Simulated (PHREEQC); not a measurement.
Make-up at 20 °C: 0.13 mol AgF, 0.074 mol NaNO3 and 0.19 mol Zn(NO3)2 per kg of water. Closed to the air; pH follows from the charge balance.

Equilibrium calculation in PHREEQC: ion-association model, wateq4f.dat.

```tsv
quantity	before	after
Zn+2 (mol/kgw)	0.157	0.0818
ZnOH+ (mol/kgw)	5.40e-5	3.32e-5
Zn(OH)2 (mol/kgw)	8.79e-7	5.41e-7
SI of Zincite(c) (ZnO)	-0.49	-0.74
SI of Zn(OH)2-e (Zn(OH)2)	-0.59	-0.83
```

Which change was made?
(A) Zn(NO3)2 from 0.19 to 0.209 mol/kgw
(B) NaNO3 left out
(C) NaNO3 from 0.074 to 0.0814 mol/kgw
(D) diluted 2-fold with water
(E) AgF left out

D, diluted 2-fold with water

No solid was allowed to form.
